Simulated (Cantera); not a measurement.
# Equilibrium for iron carbonyl, mercury and lead vapours: Fe(CO)₅ + H₂ + N₂

A closed system holds: 1 mol Fe(CO)₅, 4.7 mol H₂, 14 mol N₂, held at 0.100 bar.

These are equilibrium values from Cantera (NASA tables, ideal gas, pure condensed phases), not measurements of a reactor. Candidate condensed phases: C, C₆H₆, C₇H₈, C₈H₁₈, Fe, Fe(CO)₅, FeO, Fe(OH)₂, Fe(OH)₃, Fe₂O₃, Fe₃O₄, H₂O; 140 gas species. Condensed phases not in the tables: cementite and carbon dissolved in iron. Rates play no part.

```json
[
 {"T (K)": "1025", "x N₂": "0.592", "x CO": "0.208", "x H₂": "0.197", "x CO₂": "0.00148", "x H₂O": "0.00109", "x CH₄": "0.000286", "x HCN": "2.62e-6", "x H": "6.12e-9", "n C(graphite)": "0.0539", "n Fe(α)": "1.00", "n Fe(γ)": "0"},
 {"T (K)": "1075", "x N₂": "0.591", "x CO": "0.210", "x H₂": "0.198", "x CO₂": "0.000597", "x H₂O": "0.000523", "x CH₄": "0.000176", "x HCN": "5.42e-6", "x H": "2.06e-8", "n C(graphite)": "0.0222", "n Fe(α)": "1.00", "n Fe(γ)": "0"},
 {"T (K)": "1125", "x N₂": "0.591", "x CO": "0.210", "x H₂": "0.198", "x CO₂": "0.000259", "x H₂O": "0.000268", "x CH₄": "0.000113", "x HCN": "1.05e-5", "x H": "6.25e-8", "n C(graphite)": "0.00954", "n Fe(α)": "1.00", "n Fe(γ)": "0"},
 {"T (K)": "1175", "x N₂": "0.591", "x CO": "0.211", "x H₂": "0.198", "x CO₂": "0.000120", "x H₂O": "0.000145", "x CH₄": "7.51e-5", "x HCN": "1.92e-5", "x H": "1.73e-7", "n C(graphite)": "0.00404", "n Fe(α)": "1.00", "n Fe(γ)": "0"},
 {"T (K)": "1225", "x N₂": "0.591", "x CO": "0.211", "x H₂": "0.198", "x CO₂": "5.95e-5", "x H₂O": "8.21e-5", "x CH₄": "5.16e-5", "x HCN": "3.34e-5", "x H": "4.39e-7", "n C(graphite)": "0.00134", "n Fe(α)": "0", "n Fe(γ)": "1.00"},
 {"T (K)": "1275", "x N₂": "0.591", "x CO": "0.211", "x H₂": "0.198", "x CO₂": "3.36e-5", "x H₂O": "5.25e-5", "x CH₄": "3.38e-5", "x HCN": "5.17e-5", "x H": "1.04e-6", "n C(graphite)": "0", "n Fe(α)": "0", "n Fe(γ)": "1.00"},
 {"T (K)": "1325", "x N₂": "0.591", "x CO": "0.211", "x H₂": "0.198", "x CO₂": "2.70e-5", "x H₂O": "4.73e-5", "x CH₄": "1.68e-5", "x HCN": "5.68e-5", "x H": "2.30e-6", "n C(graphite)": "0", "n Fe(α)": "0", "n Fe(γ)": "1.000"},
 {"T (K)": "1375", "x N₂": "0.591", "x CO": "0.211", "x H₂": "0.198", "x CO₂": "2.32e-5", "x H₂O": "4.50e-5", "x CH₄": "8.36e-6", "x HCN": "5.90e-5", "x H": "4.82e-6", "n C(graphite)": "0", "n Fe(α)": "0", "n Fe(γ)": "1.000"},
 {"T (K)": "1425", "x N₂": "0.591", "x CO": "0.211", "x H₂": "0.198", "x CO₂": "2.06e-5", "x H₂O": "4.41e-5", "x CH₄": "4.26e-6", "x HCN": "5.96e-5", "x H": "9.60e-6", "n C(graphite)": "0", "n Fe(α)": "0", "n Fe(γ)": "1.000"},
 {"T (K)": "1475", "x N₂": "0.591", "x CO": "0.211", "x H₂": "0.198", "x CO₂": "1.88e-5", "x H₂O": "4.39e-5", "x CH₄": "2.24e-6", "x HCN": "5.94e-5", "x H": "1.83e-5", "n C(graphite)": "0", "n Fe(α)": "0", "n Fe(γ)": "1.000"},
 {"T (K)": "1525", "x N₂": "0.591", "x CO": "0.211", "x H₂": "0.198", "x CO₂": "1.74e-5", "x H₂O": "4.39e-5", "x CH₄": "1.23e-6", "x HCN": "5.89e-5", "x H": "3.33e-5", "n C(graphite)": "0", "n Fe(α)": "0", "n Fe(γ)": "1.000"}
]
```
x: gas mole fraction; n: condensed amount in mol.

From 1025 K to 1175 K the condensed part is C(graphite) + Fe(α). At 1225 K the condensed part is C(graphite) + Fe(γ). From 1275 K to 1525 K the condensed part is Fe(γ).
